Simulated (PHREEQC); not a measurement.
Dissolve 0.0011 mol CaCl2, 0.0019 mol Na2HPO4 and 0.00036 mol MgSO4 per kg of water at 20 °C. Closed to the air; pH follows from the charge balance.

All values are PHREEQC results (ion-association model, phreeqc.dat), not measurements.

Each row changes one thing in this solution. Precipitation was switched off in this run.

| case | pH | ionic strength (mol/kgw) |
|---|---|---|
| as made | 8.16 | 0.00839 |
| MgSO4 from 0.00036 to 0.0018 mol/kgw | 8.00 | 0.0123 |
| Na2HPO4 left out | 7.06 | 0.00456 |
| MgSO4 left out | 8.24 | 0.00742 |
| CaCl2 left out | 8.47 | 0.00632 |
| 0.00033 mol/kgw NaCl added | 8.16 | 0.00873 |
| CaCl2 from 0.0011 to 0.00165 mol/kgw | 8.09 | 0.00962 |
| MgSO4 from 0.00036 to 0.00018 mol/kgw | 8.20 | 0.00790 |

Some of these states are supersaturated (in Hydroxyapatite, for instance).
